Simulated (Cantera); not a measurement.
Feed: 1 mol CH3Cl, 7.3 mol H2, 0.018 mol F2, equilibrated at 10.0 Torr.

These are equilibrium values from Cantera (NASA tables, ideal gas, pure condensed phases), not measurements of a reactor. Candidate condensed phases: C, C6H6, C7H8, C8H18; 118 gas species. Rates play no part.

x: gas mole fraction; n: condensed amount in mol.

```json
[
 {"T (K)": "1973", "x H2": "0.878", "x H": "0.0109", "x HCl": "0.106", "x Cl": "0.000985", "x C2H2 (acetylene)": "0.000562", "x C3": "1.06e-9", "x C": "1.27e-9", "n C(graphite)": "0.989"},
 {"T (K)": "2073", "x H2": "0.868", "x H": "0.0212", "x HCl": "0.104", "x Cl": "0.00188", "x C2H2 (acetylene)": "0.00106", "x C3": "1.18e-8", "x C": "1.04e-8", "n C(graphite)": "0.980"},
 {"T (K)": "2173", "x H2": "0.851", "x H": "0.0385", "x HCl": "0.102", "x Cl": "0.00336", "x C2H2 (acetylene)": "0.00188", "x C3": "1.04e-7", "x C": "7.04e-8", "n C(graphite)": "0.964"},
 {"T (K)": "2273", "x H2": "0.824", "x H": "…", "x HCl": "0.0978", "x Cl": "…", "x C2H2 (acetylene)": "…", "x C3": "…", "x C": "…", "n C(graphite)": "0.939"},
 {"T (K)": "2373", "x H2": "0.783", "x H": "0.107", "x HCl": "0.0921", "x Cl": "0.00900", "x C2H2 (acetylene)": "0.00482", "x C3": "4.63e-6", "x C": "1.98e-6", "n C(graphite)": "0.903"},
 {"T (K)": "2473", "x H2": "0.727", "x H": "0.165", "x HCl": "0.0842", "x Cl": "0.0135", "x C2H2 (acetylene)": "0.00701", "x C3": "2.44e-5", "x C": "8.58e-6", "n C(graphite)": "0.852"},
 {"T (K)": "2573", "x H2": "0.653", "x H": "0.240", "x HCl": "0.0742", "x Cl": "0.0192", "x C2H2 (acetylene)": "0.00952", "x C3": "0.000112", "x C": "3.31e-5", "n C(graphite)": "0.782"},
 {"T (K)": "2673", "x H2": "0.562", "x H": "0.333", "x HCl": "0.0623", "x Cl": "0.0257", "x C2H2 (acetylene)": "0.0120", "x C3": "0.000460", "x C": "0.000115", "n C(graphite)": "0.686"},
 {"T (K)": "2773", "x H2": "…", "x H": "…", "x HCl": "…", "x Cl": "…", "x C2H2 (acetylene)": "0.0140", "x C3": "…", "x C": "…", "n C(graphite)": "…"},
 {"T (K)": "2873", "x H2": "0.354", "x H": "0.542", "x HCl": "0.0367", "x Cl": "0.0385", "x C2H2 (acetylene)": "0.0150", "x C3": "0.00568", "x C": "0.00108", "n C(graphite)": "0.237"},
 {"T (K)": "2973", "x H2": "0.259", "x H": "0.640", "x HCl": "0.0256", "x Cl": "0.0432", "x C2H2 (acetylene)": "0.0107", "x C3": "0.0107", "x C": "0.00249", "n C(graphite)": "0"},
 {"T (K)": "3073", "x H2": "0.181", "x H": "0.725", "x HCl": "0.0172", "x Cl": "0.0465", "x C2H2 (acetylene)": "0.00530", "x C3": "0.0118", "x C": "0.00463", "n C(graphite)": "0"},
 {"T (K)": "3173", "x H2": "0.122", "x H": "0.788", "x HCl": "0.0111", "x Cl": "0.0487", "x C2H2 (acetylene)": "0.00237", "x C3": "0.0115", "x C": "0.00795", "n C(graphite)": "0"}
]
```

**Question.** What belongs in the gaps?

**Answer.** 
- 2273, x H: 0.0660
- 2273, x Cl: 0.00566
- 2273, x C2H2 (acetylene): 0.00311
- 2273, x C3: 7.57e-7
- 2273, x C: 4.02e-7
- 2773, x H2: 0.460
- 2773, x H: 0.437
- 2773, x HCl: 0.0494
- 2773, x Cl: 0.0324
- 2773, x C3: 0.00169
- 2773, x C: 0.000367
- 2773, n C(graphite): 0.536
